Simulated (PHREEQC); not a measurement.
Hard or scaling water: speciation

Consider water at 40 °C with 6.1e-05 mol/kgw Ca(HCO3)2 and 0.025 mol/kgw Na2SO4. Closed to the air; pH follows from the charge balance.

The numbers come from PHREEQC with the ion-association model, wateq4f.dat.

Each row changes one thing in this solution. No solid was allowed to form.

```
case                                                    pH  ionic strength (mol/kgw)  Ca+2 (mol/kgw)  SI of Portlandite (Ca(OH)2)
---------------------------------------------------  -----  ------------------------  --------------  ---------------------------
as made                                               7.74                    0.0703         3.26e-5                       -11.09
Ca(HCO3)2 replaced by Ca(NO3)2 at the same molality   6.94                    0.0703         3.26e-5                       -12.69
Na2SO4 from 0.025 to 0.005 mol/kgw                    7.83                    0.0148         4.31e-5                       -10.63
Na2SO4 replaced by Rb2SO4 at the same molality        7.78                    0.0751         3.16e-5                       -11.03
Na2SO4 left out                                       7.90                  0.000183         6.08e-5                       -10.16
Na2SO4 replaced by NH4HSO4 at the same molality       1.93                    0.0496         3.71e-5                       -22.62
Na2SO4 replaced by Na3PO4 at the same molality       11.56                     0.120         3.54e-8                        -6.49
Na2SO4 replaced by Na2SeO3 at the same molality       9.96                    0.0748         5.99e-5                        -6.39
```

Some of these states are supersaturated (in Hydroxyapatite, for instance). At this temperature some constants are extrapolated from 25 °C, and those without enthalpy data are left unchanged.
